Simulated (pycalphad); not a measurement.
Computed with pycalphad from the COST 507 light-alloy database (1999), at 1 atm. These are 1990s assessments: newer ones move some temperatures and phases. The system is extrapolated from its subsystems; higher-order compounds may be missing. Amounts are mole fractions of atoms.

Q: Give the equilibrium state of Al-5.45Sn-2.24Si (at.%) at 427 °C.

A: 
```
T = 700.00 K, P = 101325 Pa, N = 1 mol of atoms
G = -25818 J/mol, H = 11607 J/mol, S = 53.47 J/(mol K)  (SER reference)
chemical potentials (J/mol): Al -24896, Sn -44860, Si -17484
phase             fraction      x(Al)      x(Sn)      x(Si)
FCC_A1              0.9177     0.9958   0.000703     0.0035
LIQUID              0.0631     0.1465     0.8533   0.000235
DIAMOND_A4          0.0191   2.92e-08   3.33e-07     1.0000
```

Q: Give the equilibrium state of Al-5.45Sn-2.24Si (at.%) at 577 °C.

A: FCC_A1, fraction 0.549, with 0.19 Sn, 0.59 Si at.%; LIQUID, fraction 0.451, with 11.9 Sn, 4.2 Si at.%.

FCC_A1 is fcc; DIAMOND_A4 is diamond (Si).
